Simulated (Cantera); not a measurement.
An adiabatic, constant-volume homogeneous reactor starts with CH₄ : O₂ : N₂ = 1 : 2 : 13.2 (molar parts), at 1475 K and 1100000 Pa. Integrator tolerance rtol = 1e-08.

Model: GRI-Mech 3.0 (53 species, 325 reactions), integrated in Cantera.

Question: What does this change do: 0.13 parts H2 added?

Answer: 
```tsv
quantity	before	after
time of steepest temperature rise	0.356 ms	0.193 ms
temperature at 1.00 s	2793 K	2809 K
equilibrium temperature	2793 K	2809 K
x(CH₄) at 1.00 s	<1e-12 (gas-phase equilibrium <1e-12)	<1e-12 (gas-phase equilibrium <1e-12)
x(O₂) at 1.00 s	0.00665 (gas-phase equilibrium 0.00665)	0.00516 (gas-phase equilibrium 0.00516)
x(NO₂) at 1.00 s	3.62e-6 (gas-phase equilibrium 3.62e-6)	2.84e-6 (gas-phase equilibrium 2.84e-6)
x(CH₂O) at 1.00 s	9.24e-10 (gas-phase equilibrium 9.24e-10)	1.34e-9 (gas-phase equilibrium 1.34e-9)
x(C₂H₆) at 1.00 s	<1e-12 (gas-phase equilibrium <1e-12)	<1e-12 (gas-phase equilibrium <1e-12)
x(CO₂) at 1.00 s	0.0436 (gas-phase equilibrium 0.0436)	0.0409 (gas-phase equilibrium 0.0409)
```
